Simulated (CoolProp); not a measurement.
Saturation properties of the fluoroketone C6F12O (FK-5-1-12).

Computed with CoolProp (reference Helmholtz-energy equation of state, McLinden 2015).

```
T (K)  p (kPa)  liquid density (kg/m³)  vapour density (kg/m³)  enthalpy of vaporisation (kJ/kg)  liquid cp (kJ/(kg K))
-----  -------  ----------------------  ----------------------  --------------------------------  ---------------------
260.7    6.224                    1710                  0.9152                             104.9                  1.089
266.7    8.788                    1694                   1.266                             103.3                  1.090
272.6    12.11                    1677                   1.712                             101.7                  1.091
278.5    16.40                    1660                   2.278                             100.2                  1.093
284.4    21.86                    1643                   2.985                             98.58                  1.095
290.4    28.84                    1625                   3.876                             96.96                  1.098
296.3    37.35                    1608                   4.949                             95.35                  1.101
302.2    47.78                    1590                   6.246                             93.72                  1.105
308.1    60.40                    1572                   7.800                             92.05                  1.109
314.1    75.80                    1553                   9.682                             90.33                  1.114
320      93.81                    1534                   11.87                             88.60                  1.120
325.9    115.0                    1515                   14.43                             86.83                  1.125
```

It boils at 322.2 K under 1 atm.
